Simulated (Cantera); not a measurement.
Input: 1 mol SiCl4, 2.3 mol O2, 0.2 mol H2, 0.69 mol O3, held at 17.0 mbar.

Cantera equilibrium calculation (NASA polynomials, part measured and part estimated; ideal gas, pure solids and liquids). Candidate condensed phases: H2O, Si, SiO2; 30 gas species. Kinetics and transport are ignored.

At 675 K, list the 4 most abundant gas species with their mole fractions, and the condensed phases.

O2 0.512, Cl2 0.410, HCl 0.0676, H2O 0.0106. Condensed: SiO2(α-quartz).
